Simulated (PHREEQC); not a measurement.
Solution (25 °C): 0.0071 mol/kgw Cu(NO3)2, 0.00016 mol/kgw HBF4 and 0.00078 mol/kgw Na2SO4. Closed to the air; pH follows from the charge balance.

All values are PHREEQC results (ion-association model, phreeqc.dat), not measurements.

Each row changes one thing in this solution. This is a speciation only: nothing precipitates in the calculation.

```json
[
 {"case": "as made", "pH": "3.42", "ionic strength (mol/kgw)": "0.0230", "Cu+2 (mol/kgw)": "0.00683", "F- (mol/kgw)": "0.000410", "HF (mol/kgw)": "0.000199", "CuF+ (mol/kgw)": "2.93e-5"},
 {"case": "7.3e-05 mol/kgw Mn(NO3)2 added", "pH": "3.42", "ionic strength (mol/kgw)": "0.0232", "Cu+2 (mol/kgw)": "0.00683", "F- (mol/kgw)": "0.000410", "HF (mol/kgw)": "0.000199", "CuF+ (mol/kgw)": "2.92e-5"},
 {"case": "Cu(NO3)2 from 0.0071 to 0.00639 mol/kgw", "pH": "3.42", "ionic strength (mol/kgw)": "0.0209", "Cu+2 (mol/kgw)": "0.00614", "F- (mol/kgw)": "0.000411", "HF (mol/kgw)": "0.000200", "CuF+ (mol/kgw)": "2.69e-5"},
 {"case": "Cu(NO3)2 from 0.0071 to 0.071 mol/kgw", "pH": "3.40", "ionic strength (mol/kgw)": "0.214", "Cu+2 (mol/kgw)": "0.0704", "F- (mol/kgw)": "0.000358", "HF (mol/kgw)": "0.000141", "CuF+ (mol/kgw)": "0.000139"},
 {"case": "temperature from 25 to 35 °C", "pH": "3.44", "ionic strength (mol/kgw)": "0.0230", "Cu+2 (mol/kgw)": "0.00682", "F- (mol/kgw)": "0.000391", "HF (mol/kgw)": "0.000217", "CuF+ (mol/kgw)": "3.03e-5"},
 {"case": "Cu(NO3)2 from 0.0071 to 0.0355 mol/kgw", "pH": "3.41", "ionic strength (mol/kgw)": "0.108", "Cu+2 (mol/kgw)": "0.0350", "F- (mol/kgw)": "0.000382", "HF (mol/kgw)": "0.000163", "CuF+ (mol/kgw)": "9.29e-5"},
 {"case": "Cu(NO3)2 from 0.0071 to 0.00355 mol/kgw", "pH": "3.42", "ionic strength (mol/kgw)": "0.0127", "Cu+2 (mol/kgw)": "0.00336", "F- (mol/kgw)": "0.000414", "HF (mol/kgw)": "0.000208", "CuF+ (mol/kgw)": "1.64e-5"},
 {"case": "HBF4 from 0.00016 to 8e-05 mol/kgw", "pH": "3.66", "ionic strength (mol/kgw)": "0.0229", "Cu+2 (mol/kgw)": "0.00684", "F- (mol/kgw)": "0.000237", "HF (mol/kgw)": "6.62e-5", "CuF+ (mol/kgw)": "1.69e-5"},
 {"case": "Na2SO4 left out", "pH": "3.41", "ionic strength (mol/kgw)": "0.0217", "Cu+2 (mol/kgw)": "0.00707", "F- (mol/kgw)": "0.000406", "HF (mol/kgw)": "0.000202", "CuF+ (mol/kgw)": "3.04e-5"}
]
```

Real BF4- forms and hydrolyses slowly; the run takes it at equilibrium.
